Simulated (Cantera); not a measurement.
An adiabatic, constant-volume homogeneous reactor starts with 18.8 % H₂, 9.02 % O₂, 72.2 % N₂, equivalence ratio 1.0, at 1050 K and 0.355 atm.

Computed with Cantera and the H2/O2 subset of GRI-Mech 3.0, which has no nitrogen chemistry.

Question: Predict: time of steepest temperature rise; temperature at 0.500 s; equilibrium temperature; x(H₂) at 0.500 s; x(O₂) at 0.500 s; x(H₂O) at 0.500 s; x(OH) at 0.500 s; x(O) at 0.500 s; x(HO₂) at 0.500 s; x(H) at 0.500 s.

Answer: 
```json
{
 "time_of_steepest_temperature_rise": "0.505 ms",
 "temperature at 0.500 s": "2495 K",
 "equilibrium_temperature": "2495 K",
 "x(H₂) at 0.500 s": "0.0189 (gas-phase equilibrium 0.0189)",
 "x(O₂) at 0.500 s": "0.00393 (gas-phase equilibrium 0.00393)",
 "x(H₂O) at 0.500 s": "0.180 (gas-phase equilibrium 0.180)",
 "x(OH) at 0.500 s": "0.00751 (gas-phase equilibrium 0.00751)",
 "x(O) at 0.500 s": "0.00100 (gas-phase equilibrium 0.00100)",
 "x(HO₂) at 0.500 s": "9.00e-7 (gas-phase equilibrium 9.00e-7)",
 "x(H) at 0.500 s": "0.00383 (gas-phase equilibrium 0.00383)"
}
```
